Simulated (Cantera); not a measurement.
Cantera run:

```python
import numpy as np
import cantera as ct

gas_names = """
    H HNO HNO2 HNO3 HO2 H2 H2O H2O2 N NH NH2 NH3 NH2OH NO NO2 NO3 N2 N2H2 N2H4 N2O O OH O2 O3 Si SiH
    SiH2 SiH3 SiH4 SiN SiO SiO2 Si2 Si2N Si3
""".split()
cond_names = """
    H2O(s) H2O(L) Si(cr) Si(L) SiO2(Lqz) SiO2(hqz) SiO2(L) Si2N2O(s) Si3N4(a)
""".split()


# ... load() reads the species with a 1 bar reference pressure and builds the phases ...
atoms = {
    'Si3N4': {'Si': 3, 'N': 4},
    'N2O': {'N': 2, 'O': 1},
    'H2': {'H': 2},
}
top_T = {'Si2N2O(s)': 2100, 'Si3N4(a)': 2400}  # K; cautious upper limits of use, not melting points


# ... equilibrate(T, P, feed) seeds the gas with the atoms and calls Mixture.equilibrate('TP', solver="vcs", rtol=1e-11, max_steps=5000) ...
results = []
T = 1450  # K
P = 5.5  # Pa
for m in [3.2, 4.4, 6.2, 8.7, 12, 17, 24]:
    feed = {'Si3N4': 1, 'N2O': 1.2, 'H2': m}  # mol
    mix = equilibrate(T, P, feed)
    results.append((T, P, feed, dict(zip(mix.species_names, mix.species_moles))))

top = {s: max(r[3][s] / sum(r[3][g] for g in gas_names) for r in results) for s in gas_names}
cols = sorted((s for s in top if top[s] > 0.0001), key=lambda s: -top[s])[:8]
seen = [c for c in cond_names if any(r[3].get(c, 0) > 1e-12 for r in results)]
print("log10 of partial pressures in bar; condensed amounts in mol")
print(f"{'n(H2)':>10s}" + "".join(f"{s[:9]:>10s}" for s in cols + seen))
for T, P, feed, n in results:
    ng = sum(n[g] for g in gas_names)
    print(f"{feed['H2']:10.4g}" + "".join(f"{np.log10(max(n[s] / ng * P / 1e5, 1e-99)):10.3f}" for s in cols)
          + "".join(f"{n.get(c, 0):10.4g}" for c in seen))
```

Output:

```
log10 of partial pressures in bar; condensed amounts in mol
     n(H2)        H2        N2       SiO         H    Si(cr) Si2N2O(s)  Si3N4(a)
       3.2    -4.439    -4.738    -6.619    -7.244         0     1.179     0.207
       4.4    -4.425    -4.767    -6.609    -7.237    0.5885     1.171    0.0133
       6.2    -4.387    -4.868    -6.508    -7.218    0.6463     1.153         0
       8.7    -4.356    -4.978    -6.398    -7.202    0.6784     1.121         0
        12    -4.335    -5.085    -6.291    -7.192    0.7321     1.067         0
        17    -4.319    -5.200    -6.176    -7.184    0.8351    0.9638         0
        24    -4.309    -5.306    -6.070    -7.179     1.014    0.7847         0
```

These are equilibrium values from Cantera (NASA tables, ideal gas, pure condensed phases), not measurements of a reactor. Mutual solubility and eutectic melting of coexisting phases are not modelled.
